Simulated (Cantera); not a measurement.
A closed system holds: 1 mol CuO, 2.7 mol C, 0.44 mol H₂, at 900 K and 1.33 mbar.

Method: chemical equilibrium by Gibbs-energy minimisation in Cantera with the NASA 1993 tables (ideal gas, pure condensed phases). Candidate condensed phases: C, C₆H₆, C₇H₈, C₈H₁₈, Cu, CuO, Cu(OH)₂, Cu₂O, H₂O; 113 gas species. Kinetics and transport are ignored.

Base state: CO 0.690, H₂ 0.306, CO₂ 0.00354, H₂O 0.000683, CH₄ 3.90e-5 (mole fractions); condensed: C(graphite) + Cu(s).

What changes in the equilibrium state with this change: CuO replaced by SiO₂?


| species | before | after |
|---|---|---|
| H₂ | 0.306 | 1.000 |
| CH₄ | 3.90e-5 | 0.000416 |
| CO | 0.690 | 1.60e-6 |
| CO₂ | 0.00354 | <1e-9 |
| H₂O | 0.000683 | 5.17e-9 |
| C(graphite), mol | 1.71 | 2.70 |
| Cu(s), mol | 1.00 | 0 |
| SiO₂(β-quartz), mol | 0 | 1.00 |
Further candidate phases: Si, SiC, SiO₂.
